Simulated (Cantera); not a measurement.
## Adiabatic ignition

An adiabatic, constant-pressure homogeneous reactor starts with 17.7 % CO, 5.49 % H2, 17.1 % O2, 59.7 % N2, equivalence ratio 0.68, at 1325 K and 4.93 atm.

Detailed kinetics in Cantera: GRI-Mech 3.0 (53 species, 325 reactions). The hydrogen kinetics of GRI-Mech 3.0 are dated; newer H2 mechanisms differ, most at raised pressure.

```csv
t (s),T (K),x CO,x H2,x O2,x NO,x H2O2,x H2O
2.00e-6,1325,0.177,0.0549,0.171,<1e-12,8.53e-10,6.98e-7
4.85e-6,1325,0.177,0.0548,0.171,2.36e-12,1.03e-7,5.65e-5
1.18e-5,1805,0.136,0.00332,0.117,9.15e-6,1.53e-6,0.0452
2.85e-5,2474,0.0568,0.00299,0.0806,0.000167,2.84e-7,0.0479
6.91e-5,2695,0.0362,0.00173,0.0733,0.000770,3.09e-7,0.0525
0.000168,2733,0.0318,0.00152,0.0710,0.00231,3.54e-7,0.0534
0.000406,2730,0.0315,0.00151,0.0694,0.00556,3.49e-7,0.0535
0.000985,2723,0.0312,0.00150,0.0668,0.0108,3.40e-7,0.0537
0.00239,2717,0.0310,0.00149,0.0645,0.0153,3.31e-7,0.0538
0.00579,2716,0.0309,0.00149,0.0640,0.0164,3.29e-7,0.0539
0.0140,2716,0.0309,0.00149,0.0640,0.0164,3.29e-7,0.0539
0.0340,2716,0.0309,0.00149,0.0640,0.0164,3.29e-7,0.0539
0.0825,2716,0.0309,0.00149,0.0640,0.0164,3.29e-7,0.0539
0.200,2716,0.0309,0.00149,0.0640,0.0164,3.29e-7,0.0539
```
x: mole fraction; the columns are a selection and need not sum to one.

```
Quantity                                                             Value
---------------------------------  ---------------------------------------
time of steepest temperature rise                                  9.68 µs
temperature at 0.200 s                                              2716 K
equilibrium temperature                                             2716 K
x(CO) at 0.200 s                     0.0309 (gas-phase equilibrium 0.0309)
x(H2) at 0.200 s                   0.00149 (gas-phase equilibrium 0.00149)
x(O2) at 0.200 s                     0.0640 (gas-phase equilibrium 0.0640)
```
